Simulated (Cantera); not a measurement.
**Silicon carbide growth: (CH₃)₂SiCl₂ + HCl + H₂ + C₂H₂**

Input: 1 mol (CH₃)₂SiCl₂, 0.11 mol HCl, 1.5 mol H₂, 0.72 mol C₂H₂, at 12.0 mbar.

Cantera equilibrium calculation (NASA polynomials, part measured and part estimated; ideal gas, pure solids and liquids). Candidate condensed phases: C, C₆H₆, C₇H₈, C₈H₁₈, Si, SiC; 109 gas species. The feed counts by its element totals alone. The tables' values for SiCl, SiCl₃ are old estimates; treat these amounts as uncertain. Gases not in the tables: Si₂H₆ and higher silanes. Equilibrium is a limit: real reactors are often held back by kinetics, nucleation or transport.

From 1002 °C to 2102 °C the condensed part is C(graphite) + SiC(s). From 2202 °C to 2302 °C the condensed part is C(graphite). The main Si-bearing gas is SiCl₄ at 1002 °C and Si at 2302 °C.

| T (°C) | x H₂ | x HCl | x H | x Si | x Cl | x SiCl₂ | x SiC₂ | x SiCl | n C(graphite) | n SiC(s) |
|---|---|---|---|---|---|---|---|---|---|---|
| 1002 | 0.675 | 0.321 | 5.53e-6 | 4.17e-12 | 2.23e-6 | 0.00102 | <1e-12 | 1.23e-9 | 2.47 | 0.974 |
| 1102 | 0.671 | 0.326 | 2.56e-5 | 1.46e-10 | 1.03e-5 | 0.00195 | <1e-12 | 1.48e-8 | 2.46 | 0.980 |
| 1202 | 0.671 | 0.325 | 9.70e-5 | 3.16e-9 | 3.80e-5 | 0.00327 | 4.44e-12 | 1.24e-7 | 2.46 | 0.975 |
| 1302 | 0.672 | 0.322 | 0.000311 | 4.61e-8 | 0.000118 | 0.00503 | 1.48e-10 | 7.87e-7 | 2.47 | 0.965 |
| 1402 | 0.674 | 0.317 | 0.000870 | 4.86e-7 | 0.000320 | 0.00725 | 3.23e-9 | 3.95e-6 | 2.49 | 0.952 |
| 1502 | 0.675 | 0.312 | 0.00217 | 3.92e-6 | 0.000770 | 0.00988 | 4.93e-8 | 1.64e-5 | 2.50 | 0.936 |
| 1602 | 0.676 | 0.304 | 0.00492 | 2.53e-5 | 0.00168 | 0.0128 | 5.60e-7 | 5.79e-5 | 2.52 | 0.917 |
| 1702 | 0.674 | 0.295 | 0.0103 | 0.000134 | 0.00335 | 0.0159 | 4.95e-6 | 0.000178 | 2.54 | 0.895 |
| 1802 | 0.669 | 0.284 | 0.0199 | 0.000608 | 0.00622 | 0.0189 | 3.52e-5 | 0.000485 | 2.56 | 0.870 |
| 1902 | 0.657 | 0.269 | 0.0361 | 0.00239 | 0.0108 | 0.0216 | 0.000209 | 0.00119 | 2.59 | 0.832 |
| 2002 | 0.633 | 0.249 | 0.0617 | 0.00831 | 0.0175 | 0.0235 | 0.00105 | 0.00264 | 2.64 | 0.752 |
| 2102 | 0.587 | 0.221 | 0.0987 | 0.0260 | 0.0265 | 0.0239 | 0.00460 | 0.00530 | 2.77 | 0.536 |
| 2202 | 0.507 | 0.184 | 0.146 | 0.0658 | 0.0376 | 0.0202 | 0.0159 | 0.00867 | 3.05 | 0 |
| 2302 | 0.439 | 0.171 | 0.210 | 0.0708 | 0.0573 | 0.00962 | 0.0226 | 0.00687 | 2.91 | 0 |
x: gas mole fraction; n: condensed amount in mol.
